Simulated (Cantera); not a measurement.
**Low-pressure radical oxidation in H2/O2**

An isothermal, constant-pressure homogeneous reactor starts with 13.8 % H2, 86.2 % O2, equivalence ratio 0.080, at 1200 K and 150 Pa.

Detailed kinetics in Cantera: the H2/O2 subset of GRI-Mech 3.0, which has no nitrogen chemistry. Radical loss at walls, strong at low pressure, is not modelled. The temperature is held fixed by assumption; the heat of reaction is taken as removed at once.

```tsv
t (s)	x H2	x O2	x H	x HO2	x O	x H2O
0.000700	0.138	0.862	8.02e-9	8.60e-9	4.76e-9	4.17e-9
0.00174	0.138	0.862	4.32e-8	2.14e-8	3.62e-8	5.80e-8
0.00435	0.138	0.862	1.69e-6	5.40e-8	1.52e-6	3.16e-6
0.0108	0.112	0.846	0.0100	4.59e-7	0.00863	0.0187
0.0270	0.00483	0.772	0.0410	7.74e-7	0.0659	0.109
0.0673	0.00467	0.774	0.0392	7.78e-7	0.0641	0.110
0.168	0.00441	0.780	0.0350	7.87e-7	0.0592	0.114
0.418	0.00378	0.794	0.0264	8.00e-7	0.0487	0.121
1.04	0.00249	0.816	0.0131	7.91e-7	0.0302	0.132
2.59	0.000933	0.839	0.00281	6.46e-7	0.0107	0.143
6.46	0.000187	0.849	0.000246	3.29e-7	0.00212	0.147
16.1	3.12e-5	0.851	1.68e-5	1.02e-7	0.000353	0.148
40.1	6.17e-6	0.852	1.48e-6	2.78e-8	6.98e-5	0.148
100	1.52e-6	0.852	1.81e-7	9.36e-9	1.72e-5	0.148
```
x: mole fraction; the columns are a selection and need not sum to one.

Equilibrium at this temperature and pressure: H2 5.30e-8, O2 0.852, H 1.18e-9, HO2 9.18e-9, O 6.01e-7, H2O 0.148 (gas phase only).
